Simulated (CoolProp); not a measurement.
Properties of ammonia along the isobar 126 bar (Tc = 405.6 K, pc = 113.6 bar, ω = 0.256).

Values from CoolProp's reference Helmholtz-energy equation of state, Gao 2020.

```csv
T (K),phase,density (kg/m³),Joule-Thomson coefficient (K/MPa),Prandtl number
285.5,liquid,630.6,-0.1365,1.35
302.2,liquid,607.6,-0.1028,___
318.9,liquid,582.9,-0.05687,1.24
335.6,liquid,556.0,0.007814,1.23
352.3,liquid,___,0.1041,1.24
369,liquid,491.0,0.2606,1.30
385.7,liquid,446.7,___,1.47
402.4,liquid,376.2,1.430,2.15
419.2,supercritical,134.3,6.232,2.51
435.9,supercritical,99.47,6.241,1.53
452.6,supercritical,84.82,5.890,1.29
469.3,supercritical,___,5.484,1.17
486,supercritical,69.14,5.082,1.09
502.7,supercritical,64.09,4.702,1.04
```

Question: What belongs in the gaps?

Answer: 
- 302.2, Prandtl number: 1.28
- 352.3, density (kg/m³): 526.0
- 385.7, Joule-Thomson coefficient (K/MPa): 0.5612
- 469.3, density (kg/m³): 75.68

Viscosity comes from a separate model (Fenghour 1995). Thermal conductivity comes from a separate model (Tufeu 1984).
